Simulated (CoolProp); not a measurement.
A Linde-Hampson liquefier for methane: isothermal reversible compression at 250 K from 1 atm to 40 MPa, throttling to 1 atm, return gas leaving the recuperator 0 K below the feed. Each further row changes one setting.

Values from CoolProp's reference Helmholtz-energy equation of state, Setzmann 1991.

| case | liquid yield per pass | compression work (kJ/kg of gas) |
|---|---|---|
| as stated | ___ | 688 |
| high pressure 80 MPa | ___ | ___ |
| warm-end temperature 280 K | ___ | ___ |
| warm-end gap 5 K | ___ | 688 |

Problem. Complete the blanks.

Solution. 
- as stated, liquid yield per pass: 0.355
- high pressure 80 MPa, liquid yield per pass: 0.308
- high pressure 80 MPa, compression work (kJ/kg of gas): 809
- warm-end temperature 280 K, liquid yield per pass: 0.287
- warm-end temperature 280 K, compression work (kJ/kg of gas): 803
- warm-end gap 5 K, liquid yield per pass: 0.347
